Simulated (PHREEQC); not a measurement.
0.32 g of hydrous ferric oxide (600 m²/g; 0.2 weak and 0.005 strong sites per Fe, Dzombak-Morel constants, diffuse double layer) in 1 kg of water with 0.3 mol/kgw of an inert sodium salt, at 25 °C; the pH is set by adding NaOH or the inert anion's acid. Oxygen is held at 0.21 atm. No CO2 enters from the air. No solid was allowed to form.

Base run: PHREEQC, ion-association model, wateq4f.dat. Each further column changes one thing. The table gives surface charge σ (C/m²).

```json
[
 {"pH": "4", "base": "0.349", "background salt from 0.3 to 0.03 mol/kgw": "0.271", "oxide from 0.32 to 1.6 g/kgw": "0.349", "0.0012 mol/kgw Na2HAsO4 added": "0.008"},
 {"pH": "4.5", "base": "0.318", "background salt from 0.3 to 0.03 mol/kgw": "0.213", "oxide from 0.32 to 1.6 g/kgw": "0.319", "0.0012 mol/kgw Na2HAsO4 added": "0.001"},
 {"pH": "5", "base": "0.269", "background salt from 0.3 to 0.03 mol/kgw": "0.157", "oxide from 0.32 to 1.6 g/kgw": "0.269", "0.0012 mol/kgw Na2HAsO4 added": "-0.011"},
 {"pH": "5.5", "base": "0.210", "background salt from 0.3 to 0.03 mol/kgw": "0.111", "oxide from 0.32 to 1.6 g/kgw": "0.211", "0.0012 mol/kgw Na2HAsO4 added": "(withheld)"},
 {"pH": "6", "base": "0.154", "background salt from 0.3 to 0.03 mol/kgw": "0.075", "oxide from 0.32 to 1.6 g/kgw": "0.154", "0.0012 mol/kgw Na2HAsO4 added": "-0.050"},
 {"pH": "6.5", "base": "0.106", "background salt from 0.3 to 0.03 mol/kgw": "0.047", "oxide from 0.32 to 1.6 g/kgw": "0.106", "0.0012 mol/kgw Na2HAsO4 added": "-0.073"},
 {"pH": "7.5", "base": "0.034", "background salt from 0.3 to 0.03 mol/kgw": "(withheld)", "oxide from 0.32 to 1.6 g/kgw": "0.034", "0.0012 mol/kgw Na2HAsO4 added": "(withheld)"},
 {"pH": "8", "base": "0.006", "background salt from 0.3 to 0.03 mol/kgw": "0.002", "oxide from 0.32 to 1.6 g/kgw": "0.006", "0.0012 mol/kgw Na2HAsO4 added": "-0.125"},
 {"pH": "8.5", "base": "-0.021", "background salt from 0.3 to 0.03 mol/kgw": "-0.008", "oxide from 0.32 to 1.6 g/kgw": "-0.021", "0.0012 mol/kgw Na2HAsO4 added": "-0.147"},
 {"pH": "9", "base": "-0.051", "background salt from 0.3 to 0.03 mol/kgw": "-0.021", "oxide from 0.32 to 1.6 g/kgw": "-0.051", "0.0012 mol/kgw Na2HAsO4 added": "-0.185"},
 {"pH": "9.5", "base": "-0.087", "background salt from 0.3 to 0.03 mol/kgw": "(withheld)", "oxide from 0.32 to 1.6 g/kgw": "-0.087", "0.0012 mol/kgw Na2HAsO4 added": "-0.232"},
 {"pH": "10", "base": "-0.132", "background salt from 0.3 to 0.03 mol/kgw": "-0.062", "oxide from 0.32 to 1.6 g/kgw": "-0.132", "0.0012 mol/kgw Na2HAsO4 added": "-0.283"}
]
```

### Question
Some entries are withheld; supply them.

### Answer

- 5.5, 0.0012 mol/kgw Na2HAsO4 added: -0.029
- 7.5, background salt from 0.3 to 0.03 mol/kgw: 0.014
- 7.5, 0.0012 mol/kgw Na2HAsO4 added: -0.112
- 9.5, background salt from 0.3 to 0.03 mol/kgw: -0.038
